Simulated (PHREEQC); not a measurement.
A PHREEQC input (ion-association model, phreeqc.dat):

```
SOLUTION 1
  temp 298.15
  units mg/L
  pH 8.45
  pe 10.2
  Na 16.7
  K 7.1e-07
  Ca 46.4
  Mg 0.665
  Cl 9.02
  S(6) 3.81 as SO4
  Alkalinity 172 as HCO3
  Cd 1.61
END
USE solution 1
EQUILIBRIUM_PHASES 1
  Gypsum 0 0
  CO2(g) -2 10
END
```

It stops with these messages:

```
WARNING: Maximum iterations exceeded, 100
WARNING: Maximum iterations exceeded, 100
WARNING: The program has failed to converge to a numerical solution.
ERROR:           Alkalinity has not converged. Total: 2.819495e-03	Calculated: -2.400497e-08	Residual: 2.819519e-03
ERROR: Is non-carbonate alkalinity greater than total alkalinity?
ERROR:                   Ca has not converged. Total: 1.157974e-03	Calculated: 1.118856e-07	Residual: 1.157863e-03
ERROR:                   Cd has not converged. Total: 1.432743e-05	Calculated: 2.254844e-08	Residual: 1.430488e-05
ERROR:                   Cl has not converged. Total: 2.544850e-04	Calculated: 2.644333e-04	Residual: -9.948295e-06
ERROR:                    K has not converged. Total: 1.816218e-11	Calculated: 1.888589e-11	Residual: -7.237085e-13
ERROR:                   Mg has not converged. Total: 2.735959e-05	Calculated: 9.111923e-08	Residual: 2.726848e-05
ERROR:                   Na has not converged. Total: 7.265909e-04	Calculated: 3.578529e-04	Residual: 3.687380e-04
ERROR:                 S(6) has not converged. Total: 3.967099e-05	Calculated: 1.765504e-05	Residual: 2.201595e-05
ERROR:               A(H2O) Activity of water has not converged. 	Residual: 1.600001e+01
ERROR: Model failed to converge for initial solution  1.
```

Why does the run stop?

The fault: the temperature typed in kelvin. The line should read `temp 25` where the input has `temp 298.15`. With the mend the run ends at pH 7.23 and ionic strength 0.00429 mol/kgw.
